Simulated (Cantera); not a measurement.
Mixture: 6.58 % CH4, 19.7 % O2, 73.7 % N2, at 0.340 bar, adiabatic and at constant pressure. Ignition delay is the time to a rise of 400 K.

Cantera simulation using GRI-Mech 3.0 (53 species, 325 reactions); the numbers are that mechanism's predictions, not measurements.

Q: Predict: delay at 1275 K; delay at 1325 K; delay at 1375 K; delay at 1425 K; delay at 1475 K; delay at 1525 K; apparent activation energy between 1425 and 1525 K.

A: 
| Property | Result |
|---|---|
| delay at 1275 K | 29.8 ms |
| delay at 1325 K | 15.5 ms |
| delay at 1375 K | 8.52 ms |
| delay at 1425 K | 4.94 ms |
| delay at 1475 K | 3.02 ms |
| delay at 1525 K | 1.94 ms |
| apparent activation energy between 1425 and 1525 K | 170 kJ/mol |
